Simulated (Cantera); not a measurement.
Input (Python, Cantera):

```python
import numpy as np
import cantera as ct

gas = ct.Solution("gri30.yaml")
gas.TPX = 1350, 4900, {'N2O': 1, 'O2': 0.58}
reactor = ct.IdealGasConstPressureReactor(gas, energy="off", clone=False)
net = ct.ReactorNet([reactor])
net.rtol, net.atol = 1e-08, 1e-18
show = ['N2O', 'O2', 'NO2', 'N2', 'NO', 'O']
times = np.geomspace(0.0008, 2, 14)

steps = ct.SolutionArray(gas, extra=["t"])
rows = []
print(f"{'t/s':>10s}{'T/K':>9s}{'P/Pa':>11s}" + "".join(f"{s:>11s}" for s in show))
for t in times:
    while net.time < t:
        t_next = net.step()
        steps.append(gas.state, t=t_next)
    rows.append([np.interp(t, steps.t, y) for y in (steps.T, steps.P, *steps(*show).X.T)])
    print(f"{t:10.3e}{rows[-1][0]:9.1f}{rows[-1][1]:11.4g}" + "".join(f"{x:11.3e}" for x in rows[-1][2:]))
rate = np.gradient(steps.T, steps.t)
print("integrator steps:", len(steps.t))
if steps.T.max() > steps.T[0] + 200:
    print(f"time of steepest temperature rise: {steps.t[rate.argmax()]:.4e} s")
gas.TPX = 1350, 4900, {'N2O': 1, 'O2': 0.58}
gas.equilibrate("TP")
print(f"equilibrium (TP): T = {gas.T:.1f} K  " + "  ".join(f"{s} {gas[s].X[0]:.3e}" for s in show))
```

Output:

```
       t/s      T/K       P/Pa        N2O         O2        NO2         N2         NO          O
 8.000e-04   1350.0       4900  6.327e-01  3.671e-01  1.595e-10  1.620e-04  2.785e-05  1.428e-05
 1.460e-03   1350.0       4900  6.325e-01  3.672e-01  6.111e-10  3.053e-04  5.489e-05  1.430e-05
 2.666e-03   1350.0       4900  6.321e-01  3.672e-01  2.178e-09  5.669e-04  1.042e-04  1.430e-05
 4.867e-03   1350.0       4900  6.314e-01  3.673e-01  7.426e-09  1.044e-03  1.942e-04  1.430e-05
 8.884e-03   1350.0       4900  6.302e-01  3.676e-01  2.441e-08  1.913e-03  3.581e-04  1.430e-05
 1.622e-02   1350.0       4900  6.279e-01  3.680e-01  7.719e-08  3.494e-03  6.563e-04  1.430e-05
 2.961e-02   1350.0       4900  6.237e-01  3.687e-01  2.316e-07  6.362e-03  1.197e-03  1.430e-05
 5.404e-02   1350.0       4900  6.163e-01  3.700e-01  6.420e-07  1.154e-02  2.173e-03  1.430e-05
 9.866e-02   1350.0       4900  6.030e-01  3.723e-01  1.595e-06  2.079e-02  3.916e-03  1.429e-05
 1.801e-01   1350.0       4900  5.795e-01  3.764e-01  3.496e-06  3.705e-02  6.980e-03  1.429e-05
 3.288e-01   1350.0       4900  5.396e-01  3.834e-01  6.865e-06  6.477e-02  1.220e-02  1.427e-05
 6.002e-01   1350.0       4900  4.750e-01  3.947e-01  1.242e-05  1.096e-01  2.064e-02  1.423e-05
 1.096e+00   1350.0       4900  3.793e-01  4.115e-01  2.087e-05  1.760e-01  3.311e-02  1.416e-05
 2.000e+00   1350.0       4900  2.568e-01  4.330e-01  3.211e-05  2.612e-01  4.900e-02  1.400e-05
integrator steps: 486
equilibrium (TP): T = 1350.0 K  N2O 7.483e-09  O2 5.189e-01  NO2 2.065e-06  N2 4.804e-01  NO 6.682e-04  O 1.382e-06
```

Cantera simulation using GRI-Mech 3.0 (53 species, 325 reactions); the numbers are that mechanism's predictions, not measurements. GRI-Mech 3.0 was tuned for natural gas; its chemistry of N2O as a main component is partial and can be far from experiment. Radical loss at walls, strong at low pressure, is not modelled. The mechanism lacks the step 2 NO + O2 → 2 NO2, which can matter for NO2 below about 1400 K. The temperature is held fixed by assumption; the heat of reaction is taken as removed at once.
